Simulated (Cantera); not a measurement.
An isothermal, constant-pressure homogeneous reactor starts with C2H6 : N2 = 1 : 150 (molar parts), at 1950 K and 13300 Pa. Integrator tolerance rtol = 1e-08.

Model: GRI-Mech 3.0 (53 species, 325 reactions), integrated in Cantera. GRI-Mech 3.0 stops at C3 and has no aromatics, soot or wall deposition, so with more carbon than oxygen in the feed, carbon stays in small species such as C2H2 where larger ones or solid carbon would form.

Question: What does this change do: pressure from 13300 Pa to 1300 Pa?

Answer: 
| quantity | before | after |
|---|---|---|
| x(C2H6) at 20.0 s | <1e-12 (gas-phase equilibrium <1e-12) | <1e-12 (gas-phase equilibrium <1e-12) |
| x(CH2) at 20.0 s | 1.19e-9 (gas-phase equilibrium 1.46e-9) | 1.05e-9 (gas-phase equilibrium 1.43e-9) |
| x(C2H) at 20.0 s | 2.80e-6 (gas-phase equilibrium 1.53e-7) | 8.46e-6 (gas-phase equilibrium 4.96e-7) |
| x(H) at 20.0 s | 0.000359 (gas-phase equilibrium 0.000359) | 0.00106 (gas-phase equilibrium 0.00113) |
| x(H2) at 20.0 s | 0.0129 (gas-phase equilibrium 0.0129) | 0.0125 (gas-phase equilibrium 0.0125) |
| x(CH4) at 20.0 s | 6.17e-8 (gas-phase equilibrium 7.56e-8) | 5.89e-9 (gas-phase equilibrium 7.03e-9) |
Radical loss at walls, strong at low pressure, is not modelled.
